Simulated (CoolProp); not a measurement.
Saturation properties of ammonia (Tc = 405.6 K, pc = 113.6 bar, ω = 0.256).

Computed with CoolProp (reference Helmholtz-energy equation of state, Gao 2020).

```
T (K)  p (bar)  liquid density (kg/m³)  liquid cp (kJ/(kg K))  vapour viscosity (µPa s)
-----  -------  ----------------------  ---------------------  ------------------------
308.5    13.64                   587.0                  4.880                      10.2
313.5    15.70                   579.0                  4.938                       [?]
318.5    17.98                   570.8                    [?]                      10.5
323.4    20.46                   562.6                  5.073                      10.7
328.4    23.25                   553.9                  5.154                      10.9
333.4    26.30                     [?]                  5.247                      11.1
338.4    29.66                   535.5                  5.354                      11.3
343.4    33.32                     [?]                  5.478                       [?]
348.4    37.30                   515.7                  5.624                       [?]
353.4    41.64                   505.2                  5.796                      12.0
358.3    46.24                   494.3                  6.001                      12.2
363.3      [?]                   482.5                  6.257                      12.6
368.3    56.81                   469.9                  6.583                      12.9
373.3    62.74                   456.4                    [?]                      13.3
378.3    69.12                   441.6                  7.589                      13.8
```

What belongs in the gaps?


- 313.5, vapour viscosity (µPa s): 10.3
- 318.5, liquid cp (kJ/(kg K)): 5.002
- 333.4, liquid density (kg/m³): 544.9
- 343.4, liquid density (kg/m³): 525.8
- 343.4, vapour viscosity (µPa s): 11.5
- 348.4, vapour viscosity (µPa s): 11.7
- 363.3, p (bar): 51.32
- 373.3, liquid cp (kJ/(kg K)): 7.008

It boils at 239.8 K under 1 atm.

Viscosity comes from a separate model (Fenghour 1995).
